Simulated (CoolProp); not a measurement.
R22 along the isobar 787 kPa: fugacity coefficient from the reference equation and from simpler models built on Tc = 96.1 °C, pc = 4990 kPa, ω = 0.221; each cubic takes its own stable root.

Computed with CoolProp (reference Helmholtz-energy equation of state, Kamei 1995).

```json
[
 {"T (°C)": "65.15", "phase": "gas", "reference": "0.9275"},
 {"T (°C)": "85.35", "phase": "gas", "reference": "0.9405"},
 {"T (°C)": "105.55", "phase": "gas", "reference": "0.9507"},
 {"T (°C)": "125.75", "phase": "gas", "reference": "0.9588"},
 {"T (°C)": "145.95", "phase": "gas", "reference": "0.9654"},
 {"T (°C)": "166.25", "phase": "gas", "reference": "0.9708"},
 {"T (°C)": "186.45", "phase": "gas", "reference": "0.9752"},
 {"T (°C)": "206.65", "phase": "gas", "reference": "0.9790"},
 {"T (°C)": "226.85", "phase": "gas", "reference": "0.9821"}
]
```

Problem. How far does each simpler model (Redlich-Kwong, Soave-Redlich-Kwong) lie from the reference over these 9 states: mean and median of the absolute difference, and the worst?

Solution. 
- Redlich-Kwong: mean 0.2 %, median 0.3 %, worst +0.4 % at 65.15 °C and 787 kPa
- Soave-Redlich-Kwong: mean 0.1 %, median 0.0 %, worst +0.2 % at 65.15 °C and 787 kPa
